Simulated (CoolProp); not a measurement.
Vapour-liquid equilibrium of n-octane (1) + o-xylene (2) at 0.635 MPa; x and y are mole fractions of (1).

Values from CoolProp's multi-fluid Helmholtz-energy mixture model, Beckmüller 2019 and Zhou 2012; pair parameters Bell 2016.

```json
[
 {"x": "0.05", "bubble temperature (K)": "501.8", "y at the bubble point": "0.071", "dew temperature at overall composition x (K)": "502.3", "liquid density (mol/L)": "6.258"},
 {"x": "0.15", "bubble temperature (K)": "498.9", "y at the bubble point": "0.201", "dew temperature at overall composition x (K)": "500.1", "liquid density (mol/L)": "6.045"},
 {"x": "0.25", "bubble temperature (K)": "496.2", "y at the bubble point": "0.320", "dew temperature at overall composition x (K)": "497.8", "liquid density (mol/L)": "5.841"},
 {"x": "0.35", "bubble temperature (K)": "493.7", "y at the bubble point": "0.429", "dew temperature at overall composition x (K)": "495.5", "liquid density (mol/L)": "5.646"},
 {"x": "0.45", "bubble temperature (K)": "491.4", "y at the bubble point": "0.531", "dew temperature at overall composition x (K)": "493.3", "liquid density (mol/L)": "5.459"},
 {"x": "0.55", "bubble temperature (K)": "489.2", "y at the bubble point": "0.626", "dew temperature at overall composition x (K)": "491.0", "liquid density (mol/L)": "5.279"},
 {"x": "0.65", "bubble temperature (K)": "487.2", "y at the bubble point": "0.715", "dew temperature at overall composition x (K)": "488.7", "liquid density (mol/L)": "5.108"},
 {"x": "0.75", "bubble temperature (K)": "485.3", "y at the bubble point": "0.801", "dew temperature at overall composition x (K)": "486.4", "liquid density (mol/L)": "4.943"},
 {"x": "0.85", "bubble temperature (K)": "483.4", "y at the bubble point": "0.882", "dew temperature at overall composition x (K)": "484.1", "liquid density (mol/L)": "4.785"},
 {"x": "0.95", "bubble temperature (K)": "481.6", "y at the bubble point": "0.961", "dew temperature at overall composition x (K)": "481.9", "liquid density (mol/L)": "4.634"}
]
```

No azeotrope shows between x = 0.05 and 0.95.

Pair parameters are fitted to limited data, so mixtures are less certain than the pure fluids.
